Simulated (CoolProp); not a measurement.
Nitrogen along the isotherm 138.6 K: fugacity coefficient from the reference equation and from simpler models built on Tc = 126.2 K, pc = 3.396 MPa, ω = 0.037; each cubic takes its own stable root.

Model: reference Helmholtz-energy equation of state, Span 2000, in CoolProp.

```tsv
p (MPa)	phase	reference
0.0537	gas	0.9961
0.0836	gas	0.9939
0.13	gas	0.9905
0.203	gas	0.9851
0.316	gas	0.9769
0.491	gas	0.9642
0.765	gas	0.9444
1.19	gas	0.9139
1.86	gas	0.8666
2.89	gas	0.7951
4.5	supercritical	0.6846
7	supercritical	0.5340
10.9	supercritical	0.4172
17	supercritical	0.3485
```

**Question.** How far does each simpler model (van der Waals, Soave-Redlich-Kwong, Peng-Robinson) lie from the reference over these 14 states: mean and median of the absolute difference, and the worst?

**Answer.** 
- van der Waals: mean 1.5 %, median 0.4 %, worst +12.2 % at 138.6 K and 17 MPa
- Soave-Redlich-Kwong: mean 0.6 %, median 0.2 %, worst +3.4 % at 138.6 K and 17 MPa
- Peng-Robinson: mean 2.1 %, median 1.2 %, worst -6.4 % at 138.6 K and 17 MPa
